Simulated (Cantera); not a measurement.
Input: 1 mol Al2O3, 0.5 mol N2, held at 2650 K.

These are equilibrium values from Cantera (NASA tables, ideal gas, pure condensed phases), not measurements of a reactor. Candidate condensed phases: Al, AlN, Al2O3; 16 gas species. Rates play no part.

Task: Which condensed phases are stable at each of these points (P (Pa)): 1, 5.60, 32, 180, 1000, 5600, 32000, 180000, 1000000?

Result: 
```tsv
P (Pa)	condensed phases	Al condensed (%)
1	gas only	0.0
5.60	gas only	0.0
32	Al2O3(l)	92.6
180	Al2O3(l)	99.1
1000	Al2O3(l)	99.8
5600	Al2O3(l)	100.0
32000	Al2O3(l)	100.0
180000	Al2O3(l)	100.0
1000000	Al2O3(l)	100.0
```

From 0.00750 Torr to 0.0420 Torr nothing is condensed. From 0.240 Torr to 7500 Torr the condensed part is Al2O3(l).
